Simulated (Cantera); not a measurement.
Feed: 1 mol HBr, a varied amount of O2, held at 1350 K and 1 atm.

Equilibrium computed with Cantera from the NASA thermochemical tables; the gas is ideal and each condensed phase is pure. Candidate condensed phases: Br2, H2O; 12 gas species. Kinetics and transport are ignored.

### Question
At 1.7 mol O2, list the 6 most abundant gas species with their mole fractions, and the condensed phases.

### Answer
O2 0.580, H2O 0.186, Br2 0.161, Br 0.0492, HBr 0.0245, OH 3.21e-5. Condensed: gas only.
